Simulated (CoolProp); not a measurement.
Properties of CH2F2 (R32) at several states (Tc = 351.3 K, pc = 57.83 bar, ω = 0.277).

The numbers come from the reference Helmholtz-energy equation of state, Tillner-Roth 1997 in CoolProp.

| T (K) | p (bar) | phase | density (kg/m³) | conductivity (mW/(m K)) |
|---|---|---|---|---|
| 407.9 | 0.114 | gas | 0.1749 | 23.5 |
| 235.1 | 13.2 | liquid | 1177 | 184 |
| 247.5 | 3.16 | gas | 8.732 | 10.1 |

Thermal conductivity comes from a separate model (Huber 2003), an estimate that may be off by 10 % or more.
